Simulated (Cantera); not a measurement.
A closed system holds: 1 mol SiH2Cl2, a varied amount of N2, held at 79.0 Pa.

Method: chemical equilibrium by Gibbs-energy minimisation in Cantera with the NASA 1993 tables (ideal gas, pure condensed phases). Candidate condensed phases: NH4Cl, Si, Si3N4; 28 gas species. N2 is the only nitrogen source here; it is nearly inert below about 1500 K, so the nitride shown seldom forms there in practice. The tables' values for SiCl3 are old estimates. Kinetics and transport are ignored.

### Question
What condenses at these points (T in K, n(N2) in mol): (1923, 73); (1323, 67); (723, 35); (1823, 2.7); (2023, 35); (723, 60)?

### Answer
| T (K) | n(N2) in mol | condensed phases | Si condensed (%) |
|---|---|---|---|
| 1923 | 73 | gas only | 0.0 |
| 1323 | 67 | Si3N4 | 74.2 |
| 723 | 35 | Si3N4 | 84.6 |
| 1823 | 2.7 | Si | 19.3 |
| 2023 | 35 | gas only | 0.0 |
| 723 | 60 | Si3N4 | 86.3 |
